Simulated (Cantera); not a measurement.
Fe2O3 + CO (carbothermic reduction)

Input: 1 mol Fe2O3, a varied amount of CO, held at 923 K and 75.0 Torr.

Method: chemical equilibrium by Gibbs-energy minimisation in Cantera with the NASA 1993 tables (ideal gas, pure condensed phases). Candidate condensed phases: C, Fe, Fe(CO)5, FeO, Fe2O3, Fe3O4; 15 gas species. The tables' stoichiometric FeO is somewhat more stable than real wüstite, so its field is too wide. FeO: taken at fixed stoichiometry. Equilibrium is a limit: real reactors are often held back by kinetics, nucleation or transport.

```
n(CO) (mol)  x CO2    x CO  n FeO(s)  n Fe3O4(s)  n Fe(α)
-----------  -----  ------  --------  ----------  -------
0.77         0.945  0.0555      1.18       0.273        0
0.94         0.945  0.0555      1.66       0.112        0
1.1          0.909  0.0909      2.00           0        0
1.4          0.714   0.286      2.00           0        0
1.7          0.588   0.412      2.00           0        0
2.1          0.476   0.524      2.00           0        0
2.5          0.400   0.600      2.00           0        0
3.1          0.323   0.677      2.00           0        0
3.8          0.263   0.737      2.00           0        0
4.6          0.228   0.772      1.95           0   0.0502
5.7          0.228   0.772      1.70           0    0.301
```
x: gas mole fraction; n: condensed amount in mol.

From 0.77 mol CO to 0.94 mol CO the condensed part is FeO(s) + Fe3O4(s). From 1.1 mol CO to 3.8 mol CO the condensed part is FeO(s). From 4.6 mol CO to 5.7 mol CO the condensed part is Fe(α) + FeO(s).
